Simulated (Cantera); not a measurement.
A Cantera script and what it prints.

```python
import numpy as np
import cantera as ct

gas_names = """
    C CO CO2 C2 C2O C3 C3O2 C4 C5 O O2 O3 Pb PbO Pb2
""".split()
cond_names = """
    C(gr) Pb(cr) Pb(L) PbO(rd) PbO(yw) PbO(L) PbO2(s) Pb3O4(s)
""".split()


# ... load() reads the species with a 1 bar reference pressure and builds the phases ...
atoms = {
    'PbO': {'Pb': 1, 'O': 1},
    'C': {'C': 1},
    'CO': {'C': 1, 'O': 1},
}
top_T = {'C(gr)': 4500, 'Pb3O4(s)': 820}  # K; cautious upper limits of use, not melting points


# ... equilibrate(T, P, feed) seeds the gas with the atoms and calls Mixture.equilibrate('TP', solver="vcs", rtol=1e-11, max_steps=5000) ...
results = []
feed = {'PbO': 1, 'C': 0.56, 'CO': 0.13}  # mol
T = 1898  # K
for P in [10, 68, 460, 3200, 22000, 150000, 1000000]:
    mix = equilibrate(T, P, feed)
    results.append((T, P, feed, dict(zip(mix.species_names, mix.species_moles))))

top = {s: max(r[3][s] / sum(r[3][g] for g in gas_names) for r in results) for s in gas_names}
cols = sorted((s for s in top if top[s] > 1e-05), key=lambda s: -top[s])[:6]
seen = [c for c in cond_names if any(r[3].get(c, 0) > 1e-12 for r in results)]
print("log10 of partial pressures in bar; condensed amounts in mol")
print(f"{'P/Pa':>10s}" + "".join(f"{s[:9]:>10s}" for s in cols + seen))
for T, P, feed, n in results:
    ng = sum(n[g] for g in gas_names)
    print(f"{P:10.4g}" + "".join(f"{np.log10(max(n[s] / ng * P / 1e5, 1e-99)):10.3f}" for s in cols)
          + "".join(f"{n.get(c, 0):10.4g}" for c in seen))
```

Result:

```
log10 of partial pressures in bar; condensed amounts in mol
      P/Pa       CO2        Pb        CO       PbO        O2         O     Pb(L)
        10    -4.629    -4.239    -4.769    -5.991    -6.258    -6.662         0
        68    -3.776    -3.404    -3.960    -5.113    -6.171    -6.618         0
       460    -2.942    -2.574    -3.134    -4.274    -6.155    -6.610         0
      3200    -2.099    -1.731    -2.292    -3.430    -6.153    -6.609         0
   2.2e+04    -1.262    -0.895    -1.455    -2.593    -6.152    -6.609         0
   1.5e+05    -0.209    -0.300    -0.434    -1.967    -6.088    -6.577    0.6396
     1e+06     0.781    -0.300     0.538    -1.948    -6.052    -6.558    0.9625
```

Equilibrium computed with Cantera from the NASA thermochemical tables; the gas is ideal and each condensed phase is pure. Gases not in the tables: (PbO)n polymers.
